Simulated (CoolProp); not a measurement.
The fluid at 372.52 K and 0.0214 MPa flows at 1.1 m/s in a round tube of 12.7 mm bore and 45 µm roughness, fully developed (64/Re and Nu = 3.66 if laminar; Colebrook and Gnielinski if turbulent). The same conditions are run with several fluids, on thermodynamics alone (safety and materials aside).

Computed with CoolProp (reference Helmholtz-energy equation of state of each fluid (toluene: Lemmon 2006; R123: Younglove 1994; n-pentane: Thol 2019; R245fa: Akasaka 2015; R143a: Lemmon and Jacobsen 2000)).

```csv
fluid,Reynolds number,Darcy friction factor,pressure drop (Pa/m),heat-transfer coefficient (W/(m² K)),mass flow (kg/h)
toluene,1040,0.0614,1.88,4.86,0.322
R123,1110,…,2.92,3.88,0.532
n-pentane,824,0.0776,…,6.49,0.251
R245fa,877,0.0730,3.23,6.45,0.466
R143a,589,0.109,3.01,…,…
```

Q: Some entries are withheld; supply them.

A: 
- R123, Darcy friction factor: 0.0578
- n-pentane, pressure drop (Pa/m): 1.85
- R143a, heat-transfer coefficient (W/(m² K)): 6.46
- R143a, mass flow (kg/h): 0.292

Transport values come from each fluid's own correlations; those of n-pentane, R245fa, R143a are estimates that may be off by 10 % or more.
